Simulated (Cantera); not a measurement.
Input: 1 mol SiCl4, 3.8 mol NH3, 4 mol N2, equilibrated at 0.690 bar.

Method: chemical equilibrium by Gibbs-energy minimisation in Cantera with the NASA 1993 tables (ideal gas, pure condensed phases). Candidate condensed phases: NH4Cl, Si, Si3N4; 28 gas species. Equilibrium is a limit: real reactors are often held back by kinetics, nucleation or transport.

Question: What share of the Si ends up in condensed phases as a function of T (°C), at 600, 650, 700, 750, 800, 850, 900, 950, 1000, 1050, 1100, 1150, 1200, 1250?

Answer: 
```json
[
 {"T (°C)": "600", "Si condensed (%)": "73.0", "as": "Si3N4(s)"},
 {"T (°C)": "650", "Si condensed (%)": "75.4", "as": "Si3N4(s)"},
 {"T (°C)": "700", "Si condensed (%)": "77.5", "as": "Si3N4(s)"},
 {"T (°C)": "750", "Si condensed (%)": "79.4", "as": "Si3N4(s)"},
 {"T (°C)": "800", "Si condensed (%)": "80.9", "as": "Si3N4(s)"},
 {"T (°C)": "850", "Si condensed (%)": "82.3", "as": "Si3N4(s)"},
 {"T (°C)": "900", "Si condensed (%)": "83.4", "as": "Si3N4(s)"},
 {"T (°C)": "950", "Si condensed (%)": "84.4", "as": "Si3N4(s)"},
 {"T (°C)": "1000", "Si condensed (%)": "85.1", "as": "Si3N4(s)"},
 {"T (°C)": "1050", "Si condensed (%)": "85.6", "as": "Si3N4(s)"},
 {"T (°C)": "1100", "Si condensed (%)": "85.9", "as": "Si3N4(s)"},
 {"T (°C)": "1150", "Si condensed (%)": "85.6", "as": "Si3N4(s)"},
 {"T (°C)": "1200", "Si condensed (%)": "84.7", "as": "Si3N4(s)"},
 {"T (°C)": "1250", "Si condensed (%)": "82.8", "as": "Si3N4(s)"}
]
```
